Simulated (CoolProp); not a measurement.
Vapour-liquid equilibrium of n-octane (1) + n-dodecane (2) at 0.0213 MPa; x and y are mole fractions of (1).

Model: multi-fluid Helmholtz-energy mixture model, Beckmüller 2019 and Lemmon 2004; pair parameters Bell 2016, in CoolProp.

Question: Give the bubble temperature and the first vapour's composition at x = 0.05, 0.55, 0.95. Is there an azeotrope?

Answer: x = 0.05: 148.0 °C, y = 0.360; x = 0.55: 94.3 °C, y = 0.967; x = 0.95: 78.9 °C, y = 0.998. No azeotrope shows between x = 0.05 and 0.95.

The pair parameters rest on a limited set of measurements; away from them the model extrapolates.
